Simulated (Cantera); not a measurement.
A perfectly stirred reactor is fed with 5.37 % CO, 0.499 % H2, 5.37 % CH4, 15.7 % O2, 59.1 % N2, 14.0 % H2O, equivalence ratio 0.87, at 1.01 bar; it is adiabatic with a 800 K inlet, and is followed from long to short residence time, starting on the burning branch (τ in s: 0.44, 0.14, 0.047, 0.015, 0.0049, 0.0016, 0.00052, 0.00017, 5.5e-05).

Computed with Cantera and GRI-Mech 3.0 (53 species, 325 reactions).

x: mole fraction; the columns are a selection and need not sum to one.

```json
[
 {"τ (s)": "0.44", "T (K)": "2231", "x CO": "0.00538", "x H2": "0.00241", "x CH4": "3.89e-7", "x C2H6": "<1e-12", "x HO2": "1.95e-6"},
 {"τ (s)": "0.14", "T (K)": "2230", "x CO": "0.00561", "x H2": "0.00251", "x CH4": "1.17e-6", "x C2H6": "<1e-12", "x HO2": "2.02e-6"},
 {"τ (s)": "0.047", "T (K)": "2224", "x CO": "0.00623", "x H2": "0.00278", "x CH4": "3.22e-6", "x C2H6": "1.90e-12", "x HO2": "2.15e-6"},
 {"τ (s)": "0.015", "T (K)": "2204", "x CO": "0.00786", "x H2": "0.00351", "x CH4": "8.50e-6", "x C2H6": "1.29e-11", "x HO2": "?"},
 {"τ (s)": "0.0049", "T (K)": "2163", "x CO": "0.0111", "x H2": "0.00505", "x CH4": "1.99e-5", "x C2H6": "6.65e-11", "x HO2": "?"},
 {"τ (s)": "0.0016", "T (K)": "2093", "x CO": "0.0161", "x H2": "0.00754", "x CH4": "4.54e-5", "x C2H6": "3.06e-10", "x HO2": "?"},
 {"τ (s)": "0.00052", "T (K)": "1998", "x CO": "0.0225", "x H2": "0.0107", "x CH4": "0.000110", "x C2H6": "1.57e-9", "x HO2": "?"},
 {"τ (s)": "0.00017", "T (K)": "1881", "x CO": "0.0314", "x H2": "0.0135", "x CH4": "0.000311", "x C2H6": "1.15e-8", "x HO2": "?"},
 {"τ (s)": "5.5e-5", "T (K)": "1714", "x CO": "0.0515", "x H2": "0.0147", "x CH4": "0.00144", "x C2H6": "3.26e-7", "x HO2": "?"}
]
```

Q: Fill in the missing entries.

A: 
- 0.015, x HO2: 2.46e-6
- 0.0049, x HO2: 3.31e-6
- 0.0016, x HO2: 5.41e-6
- 0.00052, x HO2: 9.68e-6
- 0.00017, x HO2: 1.75e-5
- 5.5e-5, x HO2: 4.08e-5
